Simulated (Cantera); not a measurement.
Cantera run:

```python
import numpy as np
import cantera as ct

gas_names = """
    H H2 N NH NH2 NH3 N2 N2H2 N2H4 Si SiH SiH2 SiH3 SiH4 SiN Si2 Si2N Si3
""".split()
cond_names = """
    Si(cr) Si(L) Si3N4(a)
""".split()


def load(file, names, dense=False):
    # The tables refer to 1 bar. Condensed volumes are neglected.
    table = {s.name: s for s in ct.Species.list_from_file(file)}
    out = []
    for n in names:
        d = dict(table[n].input_data)
        d["thermo"] = dict(d["thermo"], **{"reference-pressure": 1e5})
        if dense:
            d["equation-of-state"] = {"model": "constant-volume", "density": "1e6 g/cm^3"}
        out.append(ct.Species.from_dict(d))
    return out


gas = ct.Solution(thermo="ideal-gas", species=load("nasa_gas.yaml", gas_names))
cond = {s.name: ct.Solution(thermo="fixed-stoichiometry", species=[s], name=s.name)
        for s in load("nasa_condensed.yaml", cond_names, dense=True)}
atoms = {
    'SiH4': {'Si': 1, 'H': 4},
    'N2': {'N': 2},
}
top_T = {'Si3N4(a)': 2400}  # K; cautious upper limits of use, not melting points


def equilibrate(T, P, feed):
    n = {}
    for name, mol in feed.items():
        for a, k in atoms[name].items():
            n[a] = n.get(a, 0.0) + k * mol
    gas.TPX = T, P, n
    mass = sum(n.values()) * gas.mean_molecular_weight
    gas.equilibrate("TP")
    valid = [c for c in cond.values() if c.min_temp <= T <= top_T.get(c.name, c.max_temp)]
    mix = ct.Mixture([(gas, mass / gas.mean_molecular_weight)] + [(c, 0.0) for c in valid])
    mix.T, mix.P = T, P
    mix.equilibrate("TP", solver="vcs", rtol=1e-11, max_steps=5000)
    return mix


results = []
feed = {'SiH4': 1, 'N2': 5.2}  # mol
T = 1650  # K
P = 1000  # Pa
mix = equilibrate(T, P, feed)
results.append((T, P, feed, dict(zip(mix.species_names, mix.species_moles))))
x = sorted(zip(gas.X, gas.species_names), reverse=True)
print(f"T = {T:g} K  P = {P:g} Pa  gas = {mix.phase_moles(0):.4g} mol")
print("   x: " + "  ".join(f"{s} {v:.3e}" for v, s in x if v > 1e-06))
print("   condensed (mol): " + ("  ".join(f"{mix.phase(i).name} {mix.phase_moles(i):.4g}"
      for i in range(1, mix.n_phases) if mix.phase_moles(i) > 1e-12) or "none"))
```

Output:

```
T = 1650 K  P = 1000 Pa  gas = 6.535 mol
   x: N2 6.937e-01  H2 3.058e-01  H 5.024e-04  Si 5.748e-06
   condensed (mol): Si3N4(a) 0.3333
```

Cantera equilibrium calculation (NASA polynomials, part measured and part estimated; ideal gas, pure solids and liquids).
